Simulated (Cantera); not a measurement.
# Ignition delay

Mixture: CH3OH : O2 : N2 = 1 : 2.94 : 10.3 (molar parts), equivalence ratio 0.51, at 308 Torr, adiabatic and at constant volume. Ignition delay is the time to a rise of 400 K.

Computed with Cantera and GRI-Mech 3.0 (53 species, 325 reactions). GRI-Mech 3.0 was tuned for natural gas; its chemistry of methanol as a main component is partial and can be far from experiment.

```
T0 (K)  delay (ms)
------  ----------
1248          11.2
1348          2.89
1448         0.946
1548         0.376
1648         0.173
1748        0.0882
1848        0.0489
```

- apparent activation energy between 1648 and 1848 K: 160 kJ/mol
